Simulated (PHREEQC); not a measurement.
0.28 g of hydrous ferric oxide (600 m²/g; 0.2 weak and 0.005 strong sites per Fe, Dzombak-Morel constants, diffuse double layer) in 1 kg of water with 0.05 mol/kgw of an inert sodium salt and 1.1e-06 mol/kgw Na2SO4, at 25 °C; the pH is set by adding NaOH or the inert anion's acid. Oxygen is held at 0.21 atm. CO2 from the air is kept out. No solid was allowed to form.

The series has 13 steps of pH, from 3 to 9.

Equilibrium calculation in PHREEQC: ion-association model, wateq4f.dat.

Question: Near which pH is half of the S sorbed, and on which side is more sorbed?

Answer: Near pH 6.3, with more sorbed at lower pH.

The oxide is taken as insoluble; below pH 4 it would dissolve.
